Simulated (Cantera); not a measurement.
Input: 1 mol CaS, 0.13 mol SO2, 3.5 mol H2O, 0.14 mol SO3, held at 5.70 bar.

These are equilibrium values from Cantera (NASA tables, ideal gas, pure condensed phases), not measurements of a reactor. Candidate condensed phases: Ca, CaO, Ca(OH)2, CaS, CaSO4, H2O, H2SO4, S; 25 gas species. Mutual solubility and eutectic melting of coexisting phases are not modelled. The numbers say what is thermodynamically allowed, not how fast it happens.

log p: log10 of the partial pressure in bar; n: condensed amount in mol.

```csv
T (K),log p H2O,log p SO2,log p H2,log p H2S,log p S2,log p SO,log p SH,n CaO(s),n CaS(s)
1623,0.69,-0.29,-0.74,-1.27,-1.70,-2.32,-2.81,0.146,0.854
1648,0.69,-0.29,-0.69,-1.24,-1.64,-2.24,-2.73,0.156,0.844
1673,0.69,-0.29,-0.65,-1.21,-1.59,-2.17,-2.64,0.167,0.833
1698,0.68,-0.28,-0.61,-1.18,-1.54,-2.10,-2.56,0.179,0.821
1723,0.68,-0.28,-0.57,-1.16,___,___,___,0.191,0.809
1748,0.68,-0.28,-0.53,-1.14,___,___,___,0.204,0.796
1773,0.67,-0.28,-0.49,-1.11,-1.38,-1.90,-2.33,0.218,0.782
1798,0.67,-0.27,-0.46,-1.09,-1.34,-1.84,-2.26,0.233,0.767
1823,0.66,-0.27,-0.42,-1.07,-1.29,-1.78,-2.19,0.249,0.751
1848,0.66,-0.27,-0.39,-1.05,-1.25,-1.72,-2.12,0.265,0.734
1873,0.66,-0.27,-0.36,-1.03,-1.20,-1.66,-2.06,0.283,0.717
1898,0.65,-0.26,-0.33,-1.01,-1.16,-1.60,-1.99,0.302,0.698
1923,0.65,-0.26,-0.30,-0.99,-1.12,-1.55,-1.93,0.321,0.679
```

Problem. What belongs in the gaps?

Solution. 
- 1723, log p S2: -1.48
- 1723, log p SO: -2.03
- 1723, log p SH: -2.48
- 1748, log p S2: -1.43
- 1748, log p SO: -1.96
- 1748, log p SH: -2.41
